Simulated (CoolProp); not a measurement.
A closed Brayton cycle with carbon dioxide: compressor inlet 320.15 K and 8 MPa, high pressure 17.1 MPa, turbine inlet 810 K, compressor efficiency 0.89, turbine efficiency 0.85, recuperator effectiveness 0.95 (on enthalpy, no pinch check). Each further row changes one setting.

Computed with CoolProp (reference Helmholtz-energy equation of state, Span 1996).

```json
[
 {"case": "as stated", "thermal efficiency (%)": "33.1", "net work (kJ/kg)": "60.1", "compressor to turbine work": "0.36", "compressor exit (K)": "380.8", "turbine exit (K)": "724.5"},
 {"case": "turbine inlet 760 K", "thermal efficiency (%)": "?", "net work (kJ/kg)": "53.6", "compressor to turbine work": "0.39", "compressor exit (K)": "380.8", "turbine exit (K)": "?"},
 {"case": "compressor inlet 330.15 K", "thermal efficiency (%)": "32.3", "net work (kJ/kg)": "55.1", "compressor to turbine work": "0.41", "compressor exit (K)": "?", "turbine exit (K)": "724.5"},
 {"case": "high pressure 14.5 MPa", "thermal efficiency (%)": "31.7", "net work (kJ/kg)": "48.9", "compressor to turbine work": "0.34", "compressor exit (K)": "367.4", "turbine exit (K)": "742.7"},
 {"case": "recuperator effectiveness 0.5", "thermal efficiency (%)": "?", "net work (kJ/kg)": "60.1", "compressor to turbine work": "0.36", "compressor exit (K)": "380.8", "turbine exit (K)": "724.5"}
]
```

Question: What belongs in the gaps?

Answer: 
- turbine inlet 760 K, thermal efficiency (%): 31.1
- turbine inlet 760 K, turbine exit (K): 677.6
- compressor inlet 330.15 K, compressor exit (K): 395.7
- recuperator effectiveness 0.5, thermal efficiency (%): 16.7
